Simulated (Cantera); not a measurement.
An isothermal, constant-pressure homogeneous reactor starts with C2H4 : H2 = 1 : 1.6 (molar parts), at 1250 K and 0.170 bar.

Model: GRI-Mech 3.0 (53 species, 325 reactions), integrated in Cantera. GRI-Mech 3.0 was tuned for natural gas; its chemistry of ethylene as a main component is partial and can be far from experiment. GRI-Mech 3.0 stops at C3 and has no aromatics, soot or wall deposition, so with more carbon than oxygen in the feed, carbon stays in small species such as C2H2 where larger ones or solid carbon would form.

x: mole fraction; the columns are a selection and need not sum to one.

```tsv
t (s)	x C2H4	x H2	x H	x C2H2	x C2H	x C2H6	x CH2
1.00e-6	0.385	0.615	5.81e-12	1.15e-8	<1e-12	<1e-12	<1e-12
5.37e-6	0.385	0.615	2.29e-11	___	<1e-12	1.00e-12	<1e-12
2.89e-5	0.385	0.615	1.05e-10	3.31e-7	<1e-12	2.84e-11	<1e-12
0.000155	0.385	0.615	5.50e-10	1.78e-6	<1e-12	7.87e-10	<1e-12
0.000833	0.385	0.615	2.95e-9	9.62e-6	<1e-12	2.24e-8	<1e-12
0.00447	0.385	0.615	1.69e-8	5.37e-5	<1e-12	6.64e-7	<1e-12
0.0240	0.384	0.616	3.50e-7	0.000437	<1e-12	4.27e-5	1.22e-12
0.129	___	0.625	___	___	1.44e-10	___	4.56e-11
0.693	0.162	0.651	7.46e-6	0.153	5.09e-10	0.00140	5.96e-11
3.72	0.107	0.627	4.95e-6	0.182	4.17e-10	0.000891	5.96e-11
20.0	0.0917	0.560	2.59e-6	0.172	2.32e-10	0.000701	4.10e-11
```

Question: What belongs in the gaps?

Answer: 
- 5.37e-6, x C2H2: 6.16e-8
- 0.129, x C2H4: 0.330
- 0.129, x H: 8.30e-6
- 0.129, x C2H2: 0.0374
- 0.129, x C2H6: 0.00266
